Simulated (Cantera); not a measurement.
A closed system holds: 1 mol Si, 1.5 mol HBr, at 1050 K and 38.3 Torr.

Method: chemical equilibrium by Gibbs-energy minimisation in Cantera with the NASA 1993 tables (ideal gas, pure condensed phases). Candidate condensed phases: Br2, Si; 19 gas species. The tables' values for SiBr3 are old estimates; treat these amounts as uncertain. Equilibrium is a limit: real reactors are often held back by kinetics, nucleation or transport.

Base state: H2 0.610, SiBr4 0.290, HBr 0.0704, SiHBr3 0.0153, SiBr2 0.00990, SiBr3 0.00410, SiH2Br2 0.000381 (mole fractions); condensed: Si(s).

**Question.** What changes in the equilibrium state with this change: HBr from 1.5 to 6.4 mol?

**Answer.** 
```json
[
 {"species": "HBr", "before": "0.0704", "after": "0.446"},
 {"species": "H2", "before": "0.610", "after": "0.369"},
 {"species": "SiBr4", "before": "0.290", "after": "0.184"},
 {"species": "SiHBr3", "before": "0.0153", "after": "0.000925"},
 {"species": "SiH2Br2", "before": "0.000381", "after": "2.20e-6"},
 {"species": "SiBr2", "before": "0.00990", "after": "9.48e-5"},
 {"species": "Si(s), mol", "before": "0.634", "after": "0"}
]
```

**Question.** What changes in the equilibrium state with this change: temperature from 1050 K to 800 K?

**Answer.** 
```csv
species,before,after
H2,0.610,0.657
SiBr4,0.290,0.321
SiHBr3,0.0153,0.0141
HBr,0.0704,0.00741
SiBr2,0.00990,4.72e-5
SiBr3,0.00410,9.47e-5
SiH2Br2,0.000381,0.000291
"Si(s), mol",0.634,0.623
```
